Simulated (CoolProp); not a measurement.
Computed with CoolProp (reference Helmholtz-energy equation of state, Gedanitz 2015).

Give the vapour pressure (MPa), vapour density (kg/m³), enthalpy of vaporisation (kJ/kg), liquid cp (kJ/(kg K)) of saturated cyclopentane at 133.95 °C.


```tsv
T (°C)	p (MPa)	vapour density (kg/m³)	enthalpy of vaporisation (kJ/kg)	liquid cp (kJ/(kg K))
133.95	0.866	21.4	313	2.44
```
